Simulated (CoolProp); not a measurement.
Saturation properties of R365MFC (Tc = 460.0 K, pc = 3.266 MPa, ω = 0.377).

Computed with CoolProp (reference Helmholtz-energy equation of state, Lemmon 2016).

```
T (K)  p (MPa)  liquid density (kg/m³)  liquid cp (kJ/(kg K))  surface tension (mN/m)
-----  -------  ----------------------  ---------------------  ----------------------
274.5  0.01973                    1306                  1.333                    17.8
283.4  0.03010                    1288                  1.349                    16.8
292.3  0.04455                    1269                  1.365                    15.8
301.2      ___                    1250                  1.383                    14.7
310.1  0.09004                    1231                  1.401                     ___
319        ___                    1211                  1.420                    12.8
327.9   0.1664                    1191                  1.440                    11.8
336.9   0.2206                    1170                    ___                    10.8
345.8   0.2866                    1148                  1.485                    9.89
354.7      ___                    1125                  1.510                     ___
363.6      ___                    1102                  1.537                    8.06
372.5   0.5779                     ___                  1.567                    7.17
381.4   0.7128                    1051                  1.600                    6.30
390.3   0.8704                    1024                  1.639                    5.44
```

Task: What belongs in the gaps?

Result: 
- 301.2, p (MPa): 0.06412
- 310.1, surface tension (mN/m): 13.8
- 319, p (MPa): 0.1236
- 336.9, liquid cp (kJ/(kg K)): 1.462
- 354.7, p (MPa): 0.3669
- 354.7, surface tension (mN/m): 8.97
- 363.6, p (MPa): 0.4633
- 372.5, liquid density (kg/m³): 1077

It boils at 313.3 K under 1 atm.

Surface tension comes from a separate correlation (Mulero 2012).
